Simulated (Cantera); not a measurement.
**Counterflow diffusion flame**

A counterflow diffusion flame at 2.50 bar, nozzles 20 mm apart: fuel side 59.4 % CH4, 2.55 % C2H6, 7.72 % C3H8, 30.3 % N2 at 450 K, oxidiser side 18.0 % O2, 82.0 % N2 at 375 K, fuel mass flux 0.85 times the oxidiser's; mixture-averaged transport, no radiation.

Cantera simulation using GRI-Mech 3.0 (53 species, 325 reactions); the numbers are that mechanism's predictions, not measurements. GRI-Mech 3.0 was tuned for natural gas; its chemistry of propane as a main component is partial and can be far from experiment. GRI-Mech 3.0 has no aromatics or soot, which form on the fuel side of real flames. The maximum strain rate includes the flame's own expansion and is several times the mean.

| oxidiser flux (kg/m²/s) | max strain (1/s) | mean strain (1/s) | T max (K) | peak x OH | peak x H | peak x NO | peak x CO | peak x C2H2 |
|---|---|---|---|---|---|---|---|---|
| 0.62 | 140 | 31.2 | 1954 | 0.00347 | 0.00128 | 0.000132 | 0.0274 | 0.0114 |
| 0.79 | 175 | 39.8 | 1944 | 0.00351 | 0.00134 | 0.000123 | 0.0276 | 0.0106 |
| 1 | 218 | 50.4 | 1933 | 0.00352 | 0.00139 | 0.000113 | 0.0278 | 0.00980 |
| 1.3 | 278 | 65.5 | 1922 | 0.00353 | 0.00145 | 0.000101 | 0.0282 | 0.00895 |
| 1.6 | 339 | 80.6 | 1912 | 0.00352 | 0.00149 | 9.17e-5 | 0.0285 | 0.00831 |
| 2 | 419 | 101 | 1899 | 0.00348 | 0.00152 | 8.02e-5 | 0.0290 | 0.00757 |
| 2.5 | 517 | 126 | 1884 | 0.00340 | 0.00155 | 6.78e-5 | 0.0295 | 0.00679 |
| 3.2 | 652 | 161 | 1863 | 0.00326 | 0.00154 | 5.32e-5 | 0.0301 | 0.00583 |
| 4 | 804 | 201 | 1839 | 0.00306 | 0.00150 | 3.95e-5 | 0.0307 | 0.00488 |
x: mole fraction; the columns are a selection and need not sum to one.
